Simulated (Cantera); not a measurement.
Charge: 1 mol borazine, 8.9 mol O2, held at 0.0100 bar.

Equilibrium computed with Cantera from the NASA thermochemical tables; the gas is ideal and each condensed phase is pure. Candidate condensed phases: B, BN, B2O3, B3O3H3, H2O; 39 gas species. The feed counts by its element totals alone. Gases not in the tables: H3BO3. Equilibrium is a limit: real reactors are often held back by kinetics, nucleation or transport.

Problem. Which condensed phases are stable at each of these points (T (K)): 1448, 1523, 1598, 1673, 1748, 1823, 1898, 1973, 2048, 2123, 2198, 2273, 2348?

Solution. 
```json
[
 {"T (K)": "1448", "condensed phases": "B2O3(l)", "B condensed (%)": "73.7"},
 {"T (K)": "1523", "condensed phases": "B2O3(l)", "B condensed (%)": "49.3"},
 {"T (K)": "1598", "condensed phases": "B2O3(l)", "B condensed (%)": "8.3"},
 {"T (K)": "1673", "condensed phases": "gas only", "B condensed (%)": "0.0"},
 {"T (K)": "1748", "condensed phases": "gas only", "B condensed (%)": "0.0"},
 {"T (K)": "1823", "condensed phases": "gas only", "B condensed (%)": "0.0"},
 {"T (K)": "1898", "condensed phases": "gas only", "B condensed (%)": "0.0"},
 {"T (K)": "1973", "condensed phases": "gas only", "B condensed (%)": "0.0"},
 {"T (K)": "2048", "condensed phases": "gas only", "B condensed (%)": "0.0"},
 {"T (K)": "2123", "condensed phases": "gas only", "B condensed (%)": "0.0"},
 {"T (K)": "2198", "condensed phases": "gas only", "B condensed (%)": "0.0"},
 {"T (K)": "2273", "condensed phases": "gas only", "B condensed (%)": "0.0"},
 {"T (K)": "2348", "condensed phases": "gas only", "B condensed (%)": "0.0"}
]
```

From 1448 K to 1598 K the condensed part is B2O3(l). From 1673 K to 2348 K nothing is condensed.
